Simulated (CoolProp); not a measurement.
50 sccm (0 °C, 1 atm) of nitrogen bubbles through liquid octamethyltrisiloxane (MDM) at 327.4 K and leaves saturated at a total pressure of 0.076 MPa (ideal gas phase). Each further row changes one setting.

Model: reference Helmholtz-energy equation of state, Thol 2017, in CoolProp.

```json
[
 {"case": "as stated", "vapour pressure (kPa)": "2.73", "mole fraction of vapour": "0.0359", "delivery (mg/min)": "19.7", "delivery (sccm)": "1.86", "change of delivery for a bath 1 K warmer (%)": "5.5"},
 {"case": "bath temperature 332.4 K", "vapour pressure (kPa)": "3.51", "mole fraction of vapour": "0.0462", "delivery (mg/min)": "25.6", "delivery (sccm)": "2.42", "change of delivery for a bath 1 K warmer (%)": "5.3"},
 {"case": "total pressure 0.152 MPa", "vapour pressure (kPa)": "2.73", "mole fraction of vapour": "0.0180", "delivery (mg/min)": "9.65", "delivery (sccm)": "0.915", "change of delivery for a bath 1 K warmer (%)": "5.4"}
]
```
